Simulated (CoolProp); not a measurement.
Aqueous sodium chloride as a coolant, at 39 °C, 1 atm.

Values from CoolProp's Melinder's fits for secondary coolants.

| mass % | freezing point (°C) | density (kg/m³) | Prandtl number | viscosity (mPa s) | cp (kJ/(kg K)) |
|---|---|---|---|---|---|
| 5.9 | -3.6 | 1033 | 4.71 | … | 3.909 |
| 8.1 | … | 1049 | 4.83 | 0.785 | 3.819 |
| 10.3 | … | … | 4.96 | 0.822 | 3.734 |
| 12.5 | -8.6 | 1081 | 5.12 | 0.864 | 3.654 |
| 14.7 | -10.6 | 1097 | 5.31 | 0.912 | 3.579 |
| 16.9 | -12.8 | 1114 | 5.55 | 0.967 | 3.510 |
| 19.1 | -15.4 | 1131 | 5.84 | … | 3.447 |
| 21.3 | -18.1 | 1149 | 6.22 | 1.11 | 3.391 |

Question: What belongs in the gaps?

Answer: 
- 5.9, viscosity (mPa s): 0.750
- 8.1, freezing point (°C): -5.1
- 10.3, freezing point (°C): -6.8
- 10.3, density (kg/m³): 1065
- 19.1, viscosity (mPa s): 1.03
